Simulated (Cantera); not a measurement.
Mixture: CO : H2 : CH4 : O2 : N2 = 1 : 0.15 : 0.064 : 0.817 : 3.07 (molar parts), equivalence ratio 0.86, at 100000 Pa, adiabatic and at constant volume. Ignition delay is the time to a rise of 400 K.

Model: GRI-Mech 3.0 (53 species, 325 reactions), integrated in Cantera. Below about 1000 K GRI-Mech 3.0 lacks low-temperature oxidation paths.

### Question
Predict: delay at 975 K; delay at 1050 K; delay at 1125 K; delay at 1200 K; delay at 1275 K; delay at 1350 K; apparent activation energy between 1200 and 1350 K.

### Answer
```json
{
 "delay at 975 K": "2.52 ms",
 "delay at 1050 K": "0.604 ms",
 "delay at 1125 K": "0.254 ms",
 "delay at 1200 K": "0.144 ms",
 "delay at 1275 K": "96.3 µs",
 "delay at 1350 K": "70.8 µs",
 "apparent activation energy between 1200 and 1350 K": "64 kJ/mol"
}
```
